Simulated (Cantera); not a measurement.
An isothermal, constant-pressure homogeneous reactor starts with 80.0 % NH3, 20.0 % H2, at 1525 K and 21.8 Torr.

Model: the gas-phase N/H chemistry of the illustrative SiF4/NH3 mechanism in the Surface Chemkin manual (1991), integrated in Cantera. Walls and surfaces, which speed up NH3 decomposition in real reactors, are not modelled.

One state of this run: x NH3 = 0.757; x H2 = 0.231; x N2 = 0.0119; x NH = 2.93e-7; x NH2 = 7.70e-5; x N2H2 = 8.19e-7. x: mole fraction; the columns are a selection and need not sum to one.

**Question.** Which value of t (s) does it belong to?
A) 0.00102
B) 0.00261
C) 0.111
D) 12.0

**Answer.** D, 12.0
